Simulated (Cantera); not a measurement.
**Gas-phase reforming**

A perfectly stirred reactor is fed with CH4 : CO2 : H2O = 1 : 1.5 : 0.0028 (molar parts), at 0.470 bar; it is held at 1550 K, and followed from long to short residence time.

Computed with Cantera and GRI-Mech 3.0 (53 species, 325 reactions).

```
τ (s)     x CH4  x CO2     x CH3    x H2O    x C2H4    x CH2
-------  ------  -----  --------  -------  --------  -------
1.4      0.0887  0.227  0.000153    0.191   0.00164  2.27e-8
0.63      0.135  0.308  0.000214    0.160   0.00210  2.32e-8
0.28      0.201  0.408  0.000285    0.102   0.00289  2.03e-8
0.12      0.272  0.500  0.000360   0.0460   0.00394  1.88e-8
0.055     0.324  0.552  0.000423   0.0176   0.00478  1.99e-8
0.025     0.359  0.579  0.000474  0.00598   0.00482  2.15e-8
0.011     0.381  0.592  0.000488  0.00221   0.00347  2.11e-8
0.0049    0.392  0.597  0.000440  0.00133   0.00159  1.67e-8
0.0022    0.397  0.599  0.000348  0.00116  0.000477  1.04e-8
0.00096   0.399  0.599  0.000249  0.00113  0.000105  5.38e-9
0.00043   0.399  0.599  0.000168  0.00112   2.05e-5  2.47e-9
```
x: mole fraction; the columns are a selection and need not sum to one.
